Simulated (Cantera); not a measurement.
Equilibrium for silicon nitride deposition: SiH2Cl2 + NH3

A closed system holds: 1 mol SiH2Cl2, 5.5 mol NH3, at 50.0 Pa.

These are equilibrium values from Cantera (NASA tables, ideal gas, pure condensed phases), not measurements of a reactor. Candidate condensed phases: NH4Cl, Si, Si3N4; 28 gas species. The tables' values for SiCl, SiCl3, SiN are old estimates; treat these amounts as uncertain. Gases not in the tables: Si2H6 and higher silanes. Rates play no part.

```json
[
 {"T (K)": "1073", "x H2": "0.669", "x N2": "0.169", "x HCl": "0.162", "x SiCl2": "1.94e-5", "x H": "5.12e-7", "n Si3N4(s)": "0.333", "n Si(s)": "0", "n Si(l)": "0"},
 {"T (K)": "1123", "x H2": "0.669", "x N2": "0.169", "x HCl": "0.162", "x SiCl2": "7.27e-5", "x H": "1.56e-6", "n Si3N4(s)": "0.333", "n Si(s)": "0", "n Si(l)": "0"},
 {"T (K)": "1173", "x H2": "0.669", "x N2": "0.169", "x HCl": "0.161", "x SiCl2": "0.000242", "x H": "4.31e-6", "n Si3N4(s)": "0.332", "n Si(s)": "0", "n Si(l)": "0"},
 {"T (K)": "1223", "x H2": "0.670", "x N2": "0.169", "x HCl": "0.160", "x SiCl2": "0.000719", "x H": "1.10e-5", "n Si3N4(s)": "0.330", "n Si(s)": "0", "n Si(l)": "0"},
 {"T (K)": "1273", "x H2": "0.670", "x N2": "0.170", "x HCl": "0.158", "x SiCl2": "0.00192", "x H": "2.61e-5", "n Si3N4(s)": "0.325", "n Si(s)": "0", "n Si(l)": "0"},
 {"T (K)": "1323", "x H2": "0.672", "x N2": "0.172", "x HCl": "0.152", "x SiCl2": "0.00451", "x H": "5.81e-5", "n Si3N4(s)": "0.314", "n Si(s)": "0", "n Si(l)": "0"},
 {"T (K)": "1373", "x H2": "0.674", "x N2": "0.174", "x HCl": "0.142", "x SiCl2": "0.00924", "x H": "0.000122", "n Si3N4(s)": "0.294", "n Si(s)": "0", "n Si(l)": "0"},
 {"T (K)": "1423", "x H2": "0.678", "x N2": "0.178", "x HCl": "0.127", "x SiCl2": "0.0162", "x H": "0.000245", "n Si3N4(s)": "0.265", "n Si(s)": "0", "n Si(l)": "0"},
 {"T (K)": "1473", "x H2": "0.683", "x N2": "0.183", "x HCl": "0.109", "x SiCl2": "0.0247", "x H": "0.000467", "n Si3N4(s)": "0.229", "n Si(s)": "0", "n Si(l)": "0"},
 {"T (K)": "1523", "x H2": "0.687", "x N2": "0.188", "x HCl": "0.0908", "x SiCl2": "0.0335", "x H": "0.000857", "n Si3N4(s)": "0.191", "n Si(s)": "0", "n Si(l)": "0"},
 {"T (K)": "1573", "x H2": "0.669", "x N2": "0.211", "x HCl": "0.0831", "x SiCl2": "0.0350", "x H": "0.00149", "n Si3N4(s)": "0", "n Si(s)": "0.540", "n Si(l)": "0"},
 {"T (K)": "1623", "x H2": "0.668", "x N2": "0.211", "x HCl": "0.0822", "x SiCl2": "0.0353", "x H": "0.00253", "n Si3N4(s)": "0", "n Si(s)": "0.531", "n Si(l)": "0"},
 {"T (K)": "1673", "x H2": "0.667", "x N2": "0.211", "x HCl": "0.0812", "x SiCl2": "0.0356", "x H": "0.00416", "n Si3N4(s)": "0", "n Si(s)": "0.518", "n Si(l)": "0"},
 {"T (K)": "1723", "x H2": "0.663", "x N2": "0.210", "x HCl": "0.0818", "x SiCl2": "0.0349", "x H": "0.00664", "n Si3N4(s)": "0", "n Si(s)": "0", "n Si(l)": "0.508"}
]
```
x: gas mole fraction; n: condensed amount in mol.

From 1073 K to 1523 K the condensed part is Si3N4(s). From 1573 K to 1673 K the condensed part is Si(s). At 1723 K the condensed part is Si(l). The main Si-bearing gas is SiCl4 at 1073 K and SiCl2 at 1723 K.
